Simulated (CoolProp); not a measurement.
A simple Rankine cycle with isobutene: condensing at 291.15 K, boiler at 2.53 MPa, turbine inlet 430.8 K, turbine efficiency 0.8, pump efficiency 0.7, no recuperator. Each further row changes one setting.

Computed with CoolProp (reference Helmholtz-energy equation of state, Lemmon 2005). It is a short technical equation, of lower accuracy than the large ones.

```csv
case,thermal efficiency (%),net work (kJ/kg),heat in (kJ/kg),turbine exit temperature (K),volume ratio over the turbine
as stated,15.5,89.2,577,359.5,10.8
turbine inlet 450.8 K,___,96.7,627,381.6,10.5
condensing temperature 283.15 K,___,99.5,596,___,14.0
boiler pressure 1.77 MPa,13.6,81.5,597,374.2,7.18
turbine efficiency 0.7,13.4,77.4,577,365.8,11.1
```

Question: What belongs in the gaps?

Answer: 
- turbine inlet 450.8 K, thermal efficiency (%): 15.4
- condensing temperature 283.15 K, thermal efficiency (%): 16.7
- condensing temperature 283.15 K, turbine exit temperature (K): 353.2
